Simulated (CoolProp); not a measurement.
A single-stage vapour-compression cycle with R365MFC: evaporating at 263.15 K (dew point), condensing at 332.15 K (bubble point), superheat 0 K, subcooling 0 K, compressor efficiency 0.75, no pressure losses. Each further row changes one setting.

Values from CoolProp's reference Helmholtz-energy equation of state, Lemmon 2016.

```
case                              cooling COP  pressure ratio  discharge temperature (K)  refrigerating effect (kJ/kg)  volumetric capacity (kJ/m³)
--------------------------------  -----------  --------------  -------------------------  ----------------------------  ---------------------------
as stated                                 ___            17.4                      332.1                           115                         86.2
evaporating temperature 268.15 K         2.23             ___                      332.1                           ___                          115
condensing temperature 327.15 K          2.21            14.8                      327.1                           123                         91.6
subcooling 5 K                            ___            17.4                      332.1                           123                         91.6
superheat 10 K                           2.02            17.4                      339.2                           125                         89.6
compressor efficiency 0.65               1.70            17.4                      336.2                           115                         86.2
```

Task: Complete the blanks.

Result: 
- as stated, cooling COP: 1.96
- evaporating temperature 268.15 K, pressure ratio: 13.3
- evaporating temperature 268.15 K, refrigerating effect (kJ/kg): 120
- subcooling 5 K, cooling COP: 2.09

The compression ends wet for: as stated; evaporating temperature 268.15 K; condensing temperature 327.15 K; subcooling 5 K.
